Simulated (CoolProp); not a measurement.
Saturated liquid density (kg/m³) of R152A: the reference equation beside estimates from Tc = 386.4 K, pc = 45.17 bar, ω = 0.275. Rackett uses Z = 0.29056 − 0.08775 ω.

Computed with CoolProp (reference Helmholtz-energy equation of state, Outcalt 1996). It is a modified Benedict-Webb-Rubin equation, recast in Helmholtz form.

```json
[
 {"T (K)": "276.5", "reference": "951.5", "Rackett": "877.7", "Peng-Robinson": "894.9"},
 {"T (K)": "285.7", "reference": "930.0", "Rackett": "858.0", "Peng-Robinson": "872.9"},
 {"T (K)": "294.9", "reference": "907.6", "Rackett": "837.4", "Peng-Robinson": "849.2"},
 {"T (K)": "304.1", "reference": "884.1", "Rackett": "815.8", "Peng-Robinson": "823.5"},
 {"T (K)": "313.3", "reference": "859.3", "Rackett": "793.0", "Peng-Robinson": "795.6"},
 {"T (K)": "322.6", "reference": "832.4", "Rackett": "768.5", "Peng-Robinson": "764.7"},
 {"T (K)": "331.8", "reference": "803.8", "Rackett": "742.5", "Peng-Robinson": "731.0"},
 {"T (K)": "341", "reference": "772.4", "Rackett": "714.3", "Peng-Robinson": "693.4"},
 {"T (K)": "350.2", "reference": "737.4", "Rackett": "682.9", "Peng-Robinson": "650.9"},
 {"T (K)": "359.4", "reference": "697.1", "Rackett": "647.0", "Peng-Robinson": "601.8"},
 {"T (K)": "368.7", "reference": "647.6", "Rackett": "603.1", "Peng-Robinson": "542.2"},
 {"T (K)": "377.9", "reference": "580.4", "Rackett": "543.7", "Peng-Robinson": "464.9"}
]
```

Absolute difference from the reference over all 12 rows, mean and median: Rackett 7.4 and 7.7 %, Peng-Robinson 10.1 and 8.6 %.
